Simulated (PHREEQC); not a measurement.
0.053 g of hydrous ferric oxide (600 m²/g; 0.2 weak and 0.005 strong sites per Fe, Dzombak-Morel constants, diffuse double layer) in 1 kg of water with 0.05 mol/kgw of an inert sodium salt, at 25 °C; the pH is set by adding NaOH or the inert anion's acid. O2 is buffered at 0.21 atm. No CO2 enters from the air. Nothing may precipitate in this run.

Base run: PHREEQC, ion-association model, wateq4f.dat. Each further column changes one thing. The table gives surface charge σ (C/m²).

```csv
pH,base,background salt from 0.05 to 0.005 mol/kgw,oxide from 0.053 to 0.27 g/kgw,4.9e-05 mol/kgw PbCl2 added
4,0.294,0.182,0.294,(withheld)
5.33,0.146,0.069,0.146,0.152
6,0.089,0.038,0.089,0.112
6.67,0.049,0.019,0.049,(withheld)
8,0.003,0.001,0.003,0.036
9.33,-0.039,-0.014,-0.039,-0.002
10,-0.074,-0.030,-0.074,-0.019
10.67,-0.126,(withheld),-0.126,-0.038
12,-0.281,-0.215,-0.281,-0.142
```

**Question.** Some entries are withheld; supply them.

**Answer.** 
- 4, 4.9e-05 mol/kgw PbCl2 added: 0.295
- 6.67, 4.9e-05 mol/kgw PbCl2 added: 0.091
- 10.67, background salt from 0.05 to 0.005 mol/kgw: -0.059

 In at least one series the solution becomes supersaturated in solids that the run did not let form, among them Pb(OH)2.
